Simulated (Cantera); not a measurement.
A freely propagating, adiabatic, planar premixed flame of H₂ : O₂ : N₂ = 1 : 0.556 : 1.78 (molar parts), equivalence ratio 0.90, unburnt at 675 K and 0.133 bar; mixture-averaged transport, grid criteria slope 0.08 and curve 0.16, no radiation.

Cantera simulation using the H2/O2 subset of GRI-Mech 3.0, which has no nitrogen chemistry; the numbers are that mechanism's predictions, not measurements. Burning velocities carry a grid error of a few per cent, more on coarse grids.

Task: Predict: laminar burning velocity; thermal thickness; peak x(OH); peak x(HO₂); peak x(O).

Result: 
| Property | Value |
|---|---|
| laminar burning velocity | 812 cm/s |
| thermal thickness | 6.60 mm |
| peak x(OH) | 0.0253 |
| peak x(HO₂) | 4.23e-5 |
| peak x(O) | 0.0216 |
